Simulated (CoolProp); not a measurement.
Saturation properties of m-xylene.

Computed with CoolProp (reference Helmholtz-energy equation of state, Zhou 2012).

```csv
T (°C),p (MPa),vapour density (kg/m³),enthalpy of vaporisation (kJ/kg),liquid cp (kJ/(kg K))
146.55,0.1234,3.949,335.6,2.146
159.05,0.1683,5.300,327.7,2.195
171.55,0.2252,6.993,319.4,2.246
183.95,0.2952,9.072,310.8,2.297
196.45,0.3816,11.64,301.5,2.352
208.95,0.4860,14.78,291.7,2.408
221.45,0.6109,18.59,281.2,2.469
233.85,0.7574,23.16,269.9,2.533
246.35,0.9304,28.75,257.6,2.605
258.85,1.132,35.56,244.0,2.686
271.25,1.362,43.85,229.1,2.781
283.75,1.630,54.24,212.2,2.900
296.25,1.935,67.47,192.8,3.058
```

It boils at 139.1 °C under 1 atm.
